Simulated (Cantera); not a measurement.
# Equilibrium for boron, boron nitride and boron oxide: B + H2O + H2

Feed: 1 mol B, 0.23 mol H2O, 61 mol H2, at 0.0133 bar.

Method: chemical equilibrium by Gibbs-energy minimisation in Cantera with the NASA 1993 tables (ideal gas, pure condensed phases). Candidate condensed phases: B, B2O3, B3O3H3, H2O; 23 gas species. Mutual solubility and eutectic melting of coexisting phases are not modelled. Rates play no part.

| T (°C) | log p H2 | log p HBO | log p B3O3H3 | log p H | n B(s) | n B2O3(l) |
|---|---|---|---|---|---|---|
| 627 | -1.88 | -8.20 | -5.09 | -10.87 | 0.809 | 0.0393 |
| 677 | -1.88 | -7.55 | -5.06 | -10.19 | 0.806 | 0.0362 |
| 727 | -1.88 | -6.98 | -5.03 | -9.58 | 0.804 | 0.0336 |
| 777 | -1.88 | -6.46 | -5.01 | -9.03 | 0.801 | 0.0313 |
| 827 | -1.88 | -5.99 | -5.00 | -8.53 | 0.799 | 0.0286 |
| 877 | -1.88 | -5.56 | -4.98 | -8.06 | 0.795 | 0.0247 |
| 927 | -1.88 | -5.17 | -4.98 | -7.64 | 0.788 | 0.0174 |
| 977 | -1.88 | -4.81 | -4.97 | -7.25 | 0.773 | 0.00216 |
| 1027 | -1.88 | -4.55 | -5.19 | -6.89 | 0.772 | 0 |
| 1077 | -1.88 | -4.40 | -5.66 | -6.56 | 0.772 | 0 |
| 1127 | -1.88 | -4.35 | -6.35 | -6.25 | 0.772 | 0 |
| 1177 | -1.88 | -4.33 | -7.09 | -5.96 | 0.771 | 0 |
| 1227 | -1.88 | -4.33 | -7.81 | -5.69 | 0.770 | 0 |
log p: log10 of the partial pressure in bar; n: condensed amount in mol.

From 627 °C to 977 °C the condensed part is B(s) + B2O3(l). From 1027 °C to 1227 °C the condensed part is B(s). The main B-bearing gas is B3O3H3 at 627 °C and HBO at 1227 °C. The share of B in condensed phases is highest at 627 °C (88.8 %) and lowest at 1227 °C (77.0 %).
